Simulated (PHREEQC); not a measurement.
Acid rinse or clean

Consider water at 25 °C with 0.0069 mol/kgw HF, 0.062 mol/kgw ZnSO4 and 0.00069 mol/kgw KCl. Closed to the air; pH follows from the charge balance.

The numbers come from PHREEQC with the ion-association model, wateq4f.dat.

```yaml
pH: 2.88
ionic_strength: 0.131 mol/kgw
total_alkalinity: -6.90 meq/kg
```

| species | molality | activity | log γ |
|---|---|---|---|
| Zn+2 | 0.0323 | 0.0120 | -0.431 |
| SO4-2 | 0.0260 | 0.00886 | -0.468 |
| ZnSO4 | 0.0241 | 0.0249 | 0.013 |
| Zn(SO4)2-2 | 0.00518 | 0.00179 | -0.462 |
| HF | 0.00370 | 0.00381 | 0.013 |
| F- | 0.00262 | 0.00194 | -0.130 |
| H+ | 0.00161 | 0.00131 | -0.089 |
| HSO4- | 0.00148 | 0.00113 | -0.120 |

Precipitation was switched off in this run.
